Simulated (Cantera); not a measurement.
A closed system holds: 1 mol CS₂, 1.2 mol H₂, 42 mol N₂, held at 875 °C and 23000 Pa.

Cantera equilibrium calculation (NASA polynomials, part measured and part estimated; ideal gas, pure solids and liquids). Candidate condensed phases: C, C₆H₆, C₇H₈, C₈H₁₈, S; 100 gas species. Gases not in the tables: S₃ to S₇. Kinetics and transport are ignored.

Base state: N₂ 0.956, H₂ 0.0155, CS₂ 0.0147, H₂S 0.0118, S₂ 0.00221, SH 1.53e-5 (mole fractions); condensed: C(graphite).

Task: What changes in the equilibrium state with this change: temperature from 875 °C to 1002 °C?

Result: 
```json
[
 {"species": "N₂", "before": "0.956", "after": "0.953"},
 {"species": "H₂", "before": "0.0155", "after": "0.0205"},
 {"species": "CS₂", "before": "0.0147", "after": "0.0165"},
 {"species": "H₂S", "before": "0.0118", "after": "0.00675"},
 {"species": "HCN", "before": "4.98e-6", "after": "2.27e-5"},
 {"species": "SH", "before": "1.53e-5", "after": "4.25e-5"},
 {"species": "C(graphite), mol", "before": "0.355", "after": "0.270"}
]
```

Task: What changes in the equilibrium state with this change: pressure from 23000 Pa to 910000 Pa?

Result: 
```csv
species,before,after
N₂,0.956,0.961
H₂S,0.0118,0.0219
CS₂,0.0147,0.0103
H₂,0.0155,0.00549
SH,1.53e-5,7.62e-6
S₂,0.00221,0.00156
"C(graphite), mol",0.355,0.547
```
